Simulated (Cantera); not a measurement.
An adiabatic, constant-volume homogeneous reactor starts with CO : H₂ : O₂ : N₂ : H₂O = 1 : 0.72 : 0.358 : 1.35 : 0.47 (molar parts), equivalence ratio 2.4, at 1075 K and 0.730 bar. Integrator tolerance rtol = 1e-08.

Cantera simulation using GRI-Mech 3.0 (53 species, 325 reactions); the numbers are that mechanism's predictions, not measurements.

### Question
What does this change do: initial temperature 1075 to 1600 K?

### Answer
```csv
quantity,before,after
time of steepest temperature rise,0.281 ms,20.9 µs
temperature at 2.00 s,2566 K,2773 K
equilibrium temperature,2566 K,2773 K
x(CO) at 2.00 s,0.195 (gas-phase equilibrium 0.195),0.199 (gas-phase equilibrium 0.199)
x(H₂) at 2.00 s,0.0865 (gas-phase equilibrium 0.0865),0.0848 (gas-phase equilibrium 0.0848)
x(O₂) at 2.00 s,0.000325 (gas-phase equilibrium 0.000325),0.00236 (gas-phase equilibrium 0.00236)
x(OH) at 2.00 s,0.00485 (gas-phase equilibrium 0.00485),0.0147 (gas-phase equilibrium 0.0147)
x(H₂O) at 2.00 s,0.241 (gas-phase equilibrium 0.241),0.226 (gas-phase equilibrium 0.226)
x(O) at 2.00 s,0.000286 (gas-phase equilibrium 0.000286),0.00220 (gas-phase equilibrium 0.00220)
```

### Question
What does this change do: H2 0.72 to 1.4 parts?

### Answer
```tsv
quantity	before	after
time of steepest temperature rise	0.281 ms	0.283 ms
temperature at 2.00 s	2566 K	2403 K
equilibrium temperature	2566 K	2403 K
x(CO) at 2.00 s	0.195 (gas-phase equilibrium 0.195)	0.196 (gas-phase equilibrium 0.196)
x(H₂) at 2.00 s	0.0865 (gas-phase equilibrium 0.0865)	0.199 (gas-phase equilibrium 0.199)
x(O₂) at 2.00 s	0.000325 (gas-phase equilibrium 0.000325)	1.28e-5 (gas-phase equilibrium 1.28e-5)
x(OH) at 2.00 s	0.00485 (gas-phase equilibrium 0.00485)	0.00130 (gas-phase equilibrium 0.00130)
x(H₂O) at 2.00 s	0.241 (gas-phase equilibrium 0.241)	0.239 (gas-phase equilibrium 0.239)
x(O) at 2.00 s	0.000286 (gas-phase equilibrium 0.000286)	2.58e-5 (gas-phase equilibrium 2.58e-5)
```
